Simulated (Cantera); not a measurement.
Charge: 1 mol AlCl₃, 6.6 mol N₂, 7.5 mol H₂, equilibrated at 270 Torr.

These are equilibrium values from Cantera (NASA tables, ideal gas, pure condensed phases), not measurements of a reactor. Candidate condensed phases: Al, AlCl₃, AlN, NH₄Cl; 20 gas species. Kinetics and transport are ignored.

Task: At 873 K, list the 4 most abundant gas species with their mole fractions, and the condensed phases.

Result: H₂ 0.450, N₂ 0.422, HCl 0.0937, AlCl₃ 0.0344. Condensed: AlN(s).
